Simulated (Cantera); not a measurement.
An isothermal, constant-pressure homogeneous reactor starts with CH4 : CO2 = 1 : 2.4 (molar parts), at 1750 K and 0.266 atm.

Computed with Cantera and GRI-Mech 3.0 (53 species, 325 reactions).

One state of this run: x CH4 = 0.00603; x CO2 = 0.141; x C2H2 = 0.0220; x CH3 = 0.000133; x C2H4 = 4.89e-5; x CO = 0.474; x C2H6 = 1.16e-6. x: mole fraction; the columns are a selection and need not sum to one.

Problem. Which value of t (s) does it belong to?
A. 70.0
B. 0.00271
C. 0.435
D. 19.7

Solution. C, 0.435
